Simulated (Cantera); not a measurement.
An isothermal, constant-pressure homogeneous reactor starts with 30.9 % CH4, 61.7 % H2O, 7.41 % H2, at 2200 K and 128 Torr.

Model: GRI-Mech 3.0 (53 species, 325 reactions), integrated in Cantera.

x: mole fraction; the columns are a selection and need not sum to one.

```tsv
t (s)	x CH4	x H2O	x H2	x C2H4	x HCO
0.00100	0.00987	0.373	0.470	0.000125	2.04e-6
0.00263	[?]	[?]	[?]	[?]	[?]
0.00691	0.00330	0.215	0.593	1.34e-5	5.23e-7
0.0182	0.000311	0.181	0.620	2.28e-7	1.12e-7
0.0478	1.84e-9	0.179	0.620	<1e-12	7.62e-8
0.126	8.80e-11	0.179	0.620	<1e-12	7.77e-8
0.330	8.80e-11	0.179	0.620	<1e-12	7.77e-8
0.868	8.80e-11	0.179	0.620	<1e-12	7.77e-8
2.28	8.80e-11	0.179	0.620	<1e-12	7.77e-8
6.00	8.80e-11	0.179	0.620	<1e-12	7.77e-8
```

Question: Complete the blanks.

Answer: 
- 0.00263, x CH4: 0.00685
- 0.00263, x H2O: 0.291
- 0.00263, x H2: 0.534
- 0.00263, x C2H4: 5.66e-5
- 0.00263, x HCO: 1.21e-6
